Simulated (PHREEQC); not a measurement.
PHREEQC input (ion-association model, wateq4f.dat):

```
SOLUTION_MASTER_SPECIES
  An  An-  0  An  62.0  # stands for a non-complexing anion
SOLUTION_SPECIES
  An- = An-
    -log_k 0
    -gamma 3.0 0
PHASES
  Fix_H+
    H+ = H+
    -log_k 0
SOLUTION 1
  temp 25
  units mmol/kgw
  pH 7 charge
  F 0.00063
  Na 100.001
  An 100
END
SELECTED_OUTPUT 1
  -reset false
  -pH true
  -pe true
  -ionic_strength true
  -water true
  -totals F Na
  -molalities Hfo_wOH Hfo_wOH2+ Hfo_wO- Hfo_sOH Hfo_sOH2+ Hfo_sO- Hfo_wF Hfo_wOHF-
USER_PUNCH 1
  -headings sigma psi
  10 PUNCH EDL("sigma", "Hfo"), EDL("psi", "Hfo")
PRINT
  -reset false
USE solution 1
SURFACE 1
  Hfo_wOH 2.47191e-05 600 0.011
  Hfo_sOH 6.17978e-07
EQUILIBRIUM_PHASES 1
  Fix_H+ -4 HAn 10
    -force_equality true
  O2(g) -0.68 10
END
# ... the last block is repeated for the other 16 points of pH, with NaOH or the acid as the point needs
```

Selected output (columns that matter, 17 of 17 rows; pH added in front):

```
pH	mu	F	Na	m_Hfo_wOH	m_Hfo_wOH2+	m_Hfo_wO-	m_Hfo_sOH	m_Hfo_sOH2+	m_Hfo_sO-	m_Hfo_wF	m_Hfo_wOHF-	sigma	psi
4	0.10013	5.5491e-07	0.1	3.2723e-06	2.136e-05	1.1484e-08	8.2057e-08	5.3563e-07	2.8798e-10	6.0726e-08	1.436e-08	0.31974	0.14643
4.5	0.10005	5.6667e-07	0.1	6.3956e-06	1.8209e-05	5.1461e-08	1.603e-07	4.5639e-07	1.2898e-09	4.1067e-08	2.2264e-08	0.27179	0.13816
5	0.10002	5.8537e-07	0.1	1.0041e-05	1.4474e-05	1.5959e-07	2.5149e-07	3.6249e-07	3.997e-09	2.1549e-08	2.3077e-08	0.21418	0.12607
5.5	0.10001	6.0294e-07	0.1	1.335e-05	1.097e-05	3.7221e-07	3.3412e-07	2.7454e-07	9.3153e-09	9.4007e-09	1.7659e-08	0.15856	0.11094
6	0.10001	6.1553e-07	0.1	1.5854e-05	8.1435e-06	7.0709e-07	3.9658e-07	2.0371e-07	1.7688e-08	3.6125e-09	1.0856e-08	0.11128	0.093427
6.5	0.1	6.2306e-07	0.1	1.7483e-05	6.0772e-06	1.1522e-06	4.3719e-07	1.5197e-07	2.8812e-08	1.2761e-09	5.6663e-09	0.073723	0.07388
7	0.1	6.2697e-07	0.1	1.8395e-05	4.6566e-06	1.6646e-06	4.5993e-07	1.1643e-07	4.1621e-08	4.2734e-10	2.6057e-09	0.044799	0.052449
7.5	0.1	6.2877e-07	0.1	1.8826e-05	3.6945e-06	2.1976e-06	4.7067e-07	9.2367e-08	5.4943e-08	1.3871e-10	1.091e-09	0.022416	0.029412
8	0.1	6.2952e-07	0.1	1.897e-05	3.0035e-06	2.7448e-06	4.7427e-07	7.5089e-08	6.8622e-08	4.4255e-11	4.3145e-10	0.0038701	0.0053503
8.5	0.1	6.2982e-07	0.10001	1.8917e-05	2.4351e-06	3.3667e-06	4.7293e-07	6.0877e-08	8.4168e-08	1.3962e-11	1.6742e-10	-0.013964	-0.018909
9	0.10002	6.2993e-07	0.10002	1.8632e-05	1.8991e-06	4.1878e-06	4.6581e-07	4.7476e-08	1.047e-07	4.3494e-12	6.5868e-11	-0.0343	-0.04249
9.5	0.10004	6.2997e-07	0.10005	1.7964e-05	1.3736e-06	5.3819e-06	4.4909e-07	3.4339e-08	1.3455e-07	1.3261e-12	2.6769e-11	-0.060069	-0.064684
10	0.10014	6.2999e-07	0.10014	1.6683e-05	8.9245e-07	7.144e-06	4.1707e-07	2.2311e-08	1.786e-07	3.8941e-13	1.1236e-11	-0.093685	-0.085085
10.5	0.10042	6.2999e-07	0.10042	1.4576e-05	5.0502e-07	9.6379e-06	3.6441e-07	1.2626e-08	2.4095e-07	1.0756e-13	4.7917e-12	-0.13686	-0.1035
11	0.10132	6.3e-07	0.10133	1.1575e-05	2.3781e-07	1.2906e-05	2.8937e-07	5.9454e-09	3.2266e-07	2.698e-14	2.0269e-12	-0.18985	-0.11966
11.5	0.10417	6.3e-07	0.10418	7.9044e-06	8.5559e-08	1.6729e-05	1.9761e-07	2.139e-09	4.1823e-07	5.8064e-15	8.2788e-13	-0.24942	-0.13277
12	0.11327	6.3e-07	0.11328	4.2314e-06	2.0041e-08	2.0468e-05	1.0579e-07	5.0102e-10	5.1169e-07	9.7264e-16	3.1685e-13	-0.30642	-0.14111
```
